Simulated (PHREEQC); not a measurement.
Consider water at 40 °C with 190 mmol/kgw CdCl2, 18 mmol/kgw H3BO3 and 180 mmol/kgw FeSO4. Closed to the air; pH follows from the charge balance.

The numbers come from PHREEQC with the ion-association model, wateq4f.dat.

```
quantity                        before    after
------------------------------  ------  -------
pH                                5.35     5.59
ionic strength (mol/kgw)         0.570   0.0784
Cl- (mol/kgw)                    0.194   0.0288
Fe+2 (mol/kgw)                   0.107   0.0131
CdCl+ (mol/kgw)                 0.0982  0.00781
SO4-2 (mol/kgw)                 0.0698  0.00950
SI of CdOHCl (CdOHCl)            -1.06    -1.88
SI of Melanterite (FeSO4:7H2O)   -1.47    -2.64
```

**Question.** Name the change that produced these shifts.
A. FeSO4 from 0.18 to 0.198 mol/kgw
B. CdCl2 from 0.19 to 0.209 mol/kgw
C. diluted 10-fold with water
D. 0.0019 mol/kgw NaBr added
E. H3BO3 left out

**Answer.** C, diluted 10-fold with water

This is a speciation only: nothing precipitates in the calculation. At this temperature some constants are extrapolated from 25 °C, and those without enthalpy data are left unchanged.
